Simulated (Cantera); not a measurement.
Cantera run, input and output.

```python
import numpy as np
import cantera as ct

gas = ct.Solution("gri30.yaml")
gas.TPX = 1350, 101325, {'C3H8': 1, 'H2': 1.2}
reactor = ct.IdealGasConstPressureReactor(gas, energy="off", clone=False)
net = ct.ReactorNet([reactor])
net.rtol, net.atol = 1e-08, 1e-18
show = ['C3H8', 'H2', 'CH2', 'C2H', 'CH3', 'C2H4', 'C2H2']
times = np.geomspace(2e-06, 50, 15)

steps = ct.SolutionArray(gas, extra=["t"])
rows = []
print(f"{'t/s':>10s}{'T/K':>9s}{'P/Pa':>11s}" + "".join(f"{s:>11s}" for s in show))
for t in times:
    while net.time < t:
        t_next = net.step()
        steps.append(gas.state, t=t_next)
    rows.append([np.interp(t, steps.t, y) for y in (steps.T, steps.P, *steps(*show).X.T)])
    print(f"{t:10.3e}{rows[-1][0]:9.1f}{rows[-1][1]:11.4g}" + "".join(f"{x:11.3e}" for x in rows[-1][2:]))
rate = np.gradient(steps.T, steps.t)
print("integrator steps:", len(steps.t))
if steps.T.max() > steps.T[0] + 200:
    print(f"time of steepest temperature rise: {steps.t[rate.argmax()]:.4e} s")
gas.TPX = 1350, 101325, {'C3H8': 1, 'H2': 1.2}
gas.equilibrate("TP")
print(f"equilibrium (TP): T = {gas.T:.1f} K  " + "  ".join(f"{s} {gas[s].X[0]:.3e}" for s in show))
```

Result:

```
       t/s      T/K       P/Pa       C3H8         H2        CH2        C2H        CH3       C2H4       C2H2
 2.000e-06   1350.0  1.013e+05  4.541e-01  5.453e-01  1.717e-09  1.739e-18  2.216e-04  1.696e-04  4.319e-10
 6.752e-06   1350.0  1.013e+05  4.514e-01  5.445e-01  5.092e-08  9.658e-16  8.372e-04  1.771e-03  8.170e-08
 2.280e-05   1350.0  1.013e+05  4.357e-01  5.396e-01  1.628e-07  1.033e-13  1.438e-03  1.220e-02  5.353e-06
 7.697e-05   1350.0  1.013e+05  3.822e-01  5.229e-01  1.456e-07  2.021e-12  1.368e-03  4.834e-02  9.736e-05
 2.599e-04   1350.0  1.013e+05  2.497e-01  4.823e-01  9.346e-08  2.555e-11  1.097e-03  1.379e-01  1.050e-03
 8.773e-04   1350.0  1.013e+05  6.530e-02  4.294e-01  2.637e-08  2.349e-10  5.442e-04  2.599e-01  7.616e-03
 2.962e-03   1350.0  1.013e+05  2.843e-03  4.230e-01  2.072e-09  4.307e-10  1.301e-04  2.845e-01  2.677e-02
 1.000e-02   1350.0  1.013e+05  5.905e-05  4.362e-01  4.470e-10  3.909e-10  5.762e-05  2.565e-01  5.084e-02
 3.376e-02   1350.0  1.013e+05  2.572e-05  4.566e-01  3.154e-10  5.956e-10  4.784e-05  2.012e-01  9.173e-02
 1.140e-01   1350.0  1.013e+05  1.418e-05  4.768e-01  2.254e-10  7.695e-10  4.052e-05  1.337e-01  1.402e-01
 3.848e-01   1350.0  1.013e+05  1.014e-05  4.680e-01  1.757e-10  7.193e-10  3.731e-05  1.081e-01  1.542e-01
 1.299e+00   1350.0  1.013e+05  8.286e-06  4.319e-01  1.390e-10  5.781e-10  3.619e-05  9.770e-02  1.511e-01
 4.387e+00   1350.0  1.013e+05  6.145e-06  3.848e-01  1.038e-10  4.432e-10  3.435e-05  8.502e-02  1.466e-01
 1.481e+01   1350.0  1.013e+05  5.136e-06  3.591e-01  8.924e-11  3.870e-10  3.330e-05  7.827e-02  1.440e-01
 5.000e+01   1350.0  1.013e+05  5.071e-06  3.573e-01  8.835e-11  3.835e-10  3.323e-05  7.781e-02  1.438e-01
integrator steps: 1391
equilibrium (TP): T = 1350.0 K  C3H8 5.071e-06  H2 3.573e-01  CH2 8.835e-11  C2H 3.835e-10  CH3 3.323e-05  C2H4 7.781e-02  C2H2 1.438e-01
```

Detailed kinetics in Cantera: GRI-Mech 3.0 (53 species, 325 reactions). GRI-Mech 3.0 was tuned for natural gas; its chemistry of propane as a main component is partial and can be far from experiment. GRI-Mech 3.0 stops at C3 and has no aromatics, soot or wall deposition, so with more carbon than oxygen in the feed, carbon stays in small species such as C2H2 where larger ones or solid carbon would form.
